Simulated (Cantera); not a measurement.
An adiabatic, constant-volume homogeneous reactor starts with 12.3 % CH₄, 3.69 % H₂, 17.6 % O₂, 66.4 % N₂, at 1450 K and 0.987 atm.

Model: GRI-Mech 3.0 (53 species, 325 reactions), integrated in Cantera.

**Question.** Predict: time of steepest temperature rise; temperature at 1.00 s; equilibrium temperature; x(H₂) at 1.00 s; x(O₂) at 1.00 s; x(CO) at 1.00 s.

**Answer.** 
```json
{
 "time_of_steepest_temperature_rise": "0.620 ms",
 "temperature at 1.00 s": "2903 K",
 "equilibrium_temperature": "2903 K",
 "x(H₂) at 1.00 s": "0.0796 (gas-phase equilibrium 0.0796)",
 "x(O₂) at 1.00 s": "0.00193 (gas-phase equilibrium 0.00193)",
 "x(CO) at 1.00 s": "0.0877 (gas-phase equilibrium 0.0877)"
}
```
